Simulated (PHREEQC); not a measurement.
A made-up water analysis in mmol/kgw, 20 °C, pH 5.97, pe 10.1:

| constituent | mmol/kgw |
|---|---|
| Na | 0.176 |
| K | 0.0105 |
| Ca | 0.138 |
| Mg | 0.00102 |
| Cl | 0.0696 |
| S(6) | 0.0263 |
| Alkalinity (meq/kgw) | 0.337 |
| F | 0.00229 |
| Pb | 0.00958 |

Valence states are taken as typed.

All values are PHREEQC results (ion-association model, wateq4f.dat), not measurements.

| quantity | before | after |
|---|---|---|
| Pb+2 (mol/kgw) | 6.54e-6 | 1.29e-5 |
| PbHCO3+ (mol/kgw) | 1.55e-6 | 8.33e-6 |
| PbCO3 (mol/kgw) | 1.29e-6 | 6.83e-6 |
| CaSO4 (mol/kgw) | 5.34e-7 | 3.94e-6 |
| SI of Cerrusite (PbCO3) | +0.06 | +0.79 |
| SI of Pb(OH)2 (Pb(OH)2) | -1.62 | -1.36 |

Problem. What was changed between the two runs?
A. all concentrations times 3 at the same typed pH
B. Pb from 0.00958 to 0.00479 mmol/kgw
C. Mg from 0.00102 to 0.00204 mmol/kgw
D. pH from 5.97 to 5.5 at the same alkalinity

Solution. A, all concentrations times 3 at the same typed pH

Precipitation was switched off in this run. Some of these states are supersaturated (in Cerrusite, for instance).
